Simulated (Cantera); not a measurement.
Feed: 1 mol PbO, 1.5 mol CH4, 16 mol H2, equilibrated at 3.10 mbar.

These are equilibrium values from Cantera (NASA tables, ideal gas, pure condensed phases), not measurements of a reactor. Candidate condensed phases: C, C6H6, C7H8, C8H18, H2O, Pb, PbO, PbO2, Pb3O4; 113 gas species. Equilibrium is a limit: real reactors are often held back by kinetics, nucleation or transport.

log p: log10 of the partial pressure in bar; n: condensed amount in mol.

```json
[
 {"T (K)": "1325", "log p H2": "-2.55", "log p H": "-7.06", "log p Pb": "-3.83", "log p CO": "-3.83", "log p C2H2 (acetylene)": "-8.62", "log p C2H": "<-14", "log p C3": "<-14", "n C(graphite)": "0.500"},
 {"T (K)": "1525", "log p H2": "-2.55", "log p H": "-5.90", "log p Pb": "-3.83", "log p CO": "-3.83", "log p C2H2 (acetylene)": "-7.47", "log p C2H": "-13.48", "log p C3": "<-14", "n C(graphite)": "0.499"},
 {"T (K)": "1725", "log p H2": "-2.55", "log p H": "-5.01", "log p Pb": "-3.83", "log p CO": "-3.83", "log p C2H2 (acetylene)": "-6.59", "log p C2H": "-11.25", "log p C3": "-13.98", "n C(graphite)": "0.496"},
 {"T (K)": "1925", "log p H2": "-2.56", "log p H": "-4.30", "log p Pb": "-3.83", "log p CO": "-3.83", "log p C2H2 (acetylene)": "-5.90", "log p C2H": "-9.48", "log p C3": "-11.39", "n C(graphite)": "0.483"},
 {"T (K)": "2125", "log p H2": "-2.58", "log p H": "-3.73", "log p Pb": "-3.84", "log p CO": "-3.84", "log p C2H2 (acetylene)": "-5.36", "log p C2H": "-8.06", "log p C3": "-9.30", "n C(graphite)": "(withheld)"},
 {"T (K)": "2325", "log p H2": "-2.64", "log p H": "-3.28", "log p Pb": "-3.87", "log p CO": "-3.87", "log p C2H2 (acetylene)": "-4.95", "log p C2H": "-6.91", "log p C3": "-7.58", "n C(graphite)": "(withheld)"},
 {"T (K)": "2525", "log p H2": "-2.77", "log p H": "-2.94", "log p Pb": "-3.92", "log p CO": "-3.92", "log p C2H2 (acetylene)": "-4.69", "log p C2H": "-5.98", "log p C3": "-6.14", "n C(graphite)": "(withheld)"}
]
```

Q: What belongs in the gaps?

A: 
- 2125, n C(graphite): 0.438
- 2325, n C(graphite): 0.331
- 2525, n C(graphite): 0.120
